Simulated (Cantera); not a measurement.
A Cantera script and its output.

```python
import numpy as np
import cantera as ct

surf = ct.Interface("diamond.yaml", "diamond_100")
gas, bulk = surf.adjacent["gas"], surf.adjacent["diamond"]
k = surf.kinetics_species_index(bulk.species_names[0])
cover = ["c6HH", "c6H*", "c6*H", "c6**", "c6HM", "c6B"]

rows, drift = [], 0.0
print(f"{'P':>10s}{'um/h':>11s}" + "".join(f"{s:>11s}" for s in cover))
for v in [1300, 2100, 3400, 5600, 9100, 15000, 24000, 39000]:
    T, P, xH, xCH3 = 1375, v, 0.00072, 2e-05
    gas.TPX = T, P, {"H": xH, "CH3": xCH3, "CH4": 0.023, "H2": 1 - xH - xCH3 - 0.023}
    surf.TP = bulk.TP = T, P
    surf.coverages = "c6H*:0.1, c6HH:0.9"
    surf.advance_coverages(100.0)
    before = surf.coverages
    surf.advance_coverages(100.0)
    drift = max(drift, np.max(np.abs(surf.coverages - before) / (surf.coverages + 1e-9)))
    rate = surf.net_production_rates[k] * bulk.mean_molecular_weight / bulk.density * 3.6e9
    rows.append([rate, *surf[cover].coverages])
    print(f"{v:10.4g}{rate:11.4e}" + "".join(f"{x:11.3e}" for x in rows[-1][1:]))
```

Output:

```
         P       um/h       c6HH       c6H*       c6*H       c6**       c6HM        c6B
      1300 4.9297e-03  4.329e-01  5.149e-02  4.889e-01  2.665e-02  1.848e-06  1.338e-11
      2100 1.1560e-02  4.332e-01  5.146e-02  4.886e-01  2.661e-02  3.068e-06  3.137e-11
      3400 2.6081e-02  4.335e-01  5.144e-02  4.884e-01  2.658e-02  5.134e-06  7.077e-11
      5600 5.7501e-02  4.336e-01  5.143e-02  4.883e-01  2.656e-02  8.771e-06  1.560e-10
      9100 1.1787e-01  4.337e-01  5.143e-02  4.882e-01  2.654e-02  1.474e-05  3.199e-10
   1.5e+04 2.3588e-01  4.337e-01  5.143e-02  4.881e-01  2.652e-02  2.499e-05  6.401e-10
   2.4e+04 4.4035e-01  4.338e-01  5.143e-02  4.880e-01  2.652e-02  4.070e-05  1.195e-09
   3.9e+04 8.3012e-01  4.338e-01  5.144e-02  4.879e-01  2.651e-02  6.672e-05  2.253e-09
```

Cantera simulation using the Harris–Goodwin 1993 mechanism for the reconstructed diamond (100) surface; the numbers are that mechanism's predictions, not measurements.
